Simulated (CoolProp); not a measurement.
Computed with CoolProp (reference Helmholtz-energy equation of state, Lemmon 2003). It is a pseudo-pure fit of the blend.

Question: For R404A, give the phase and the cv (kJ/(kg K)), speed of sound (m/s), Prandtl number at 500 K and 0.0403 MPa; 500 K and 0.475 MPa.

Answer: 
- 500 K and 0.0403 MPa: gas; cv 1.09, speed of sound 214, Prandtl number 0.835
- 500 K and 0.475 MPa: gas; cv 1.09, speed of sound 212, Prandtl number 0.833

Viscosity comes from a separate model (Geller 2000). Thermal conductivity comes from a separate model (Geller 2001).
